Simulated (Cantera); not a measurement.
A closed system holds: 1 mol Fe3O4, 38 mol H2, 0.14 mol H2O, held at 2023.15 K.

Method: chemical equilibrium by Gibbs-energy minimisation in Cantera with the NASA 1993 tables (ideal gas, pure condensed phases). Candidate condensed phases: Fe, FeO, Fe(OH)2, Fe(OH)3, Fe2O3, Fe3O4, H2O; 12 gas species. The numbers say what is thermodynamically allowed, not how fast it happens.

x: gas mole fraction; n: condensed amount in mol.

```tsv
P (Pa)	x H2	x H	x H2O	x Fe	x OH	x O	n Fe(l)
10	0.683	0.157	0.0898	0.0669	0.00215	0.000360	0
42	0.753	[?]	0.0952	0.0698	[?]	[?]	0
180	0.790	0.0398	0.0979	0.0713	0.000514	1.88e-5	0
750	0.817	0.0198	0.100	0.0629	0.000254	4.47e-6	0.406
3200	0.869	0.00991	0.106	0.0147	0.000126	1.04e-6	2.42
13000	0.884	0.00496	0.108	0.00363	6.30e-5	2.57e-7	2.86
56000	0.888	[?]	0.108	[?]	[?]	[?]	2.97
240000	0.890	0.00116	0.108	0.000196	1.47e-5	1.39e-8	2.99
1000000	0.891	0.000567	0.108	4.71e-5	7.20e-6	3.33e-9	3.00
```

What belongs in the gaps?


- 42, x H: 0.0805
- 42, x OH: 0.00106
- 42, x O: 8.23e-5
- 56000, x H: 0.00239
- 56000, x Fe: 0.000842
- 56000, x OH: 3.04e-5
- 56000, x O: 5.95e-8
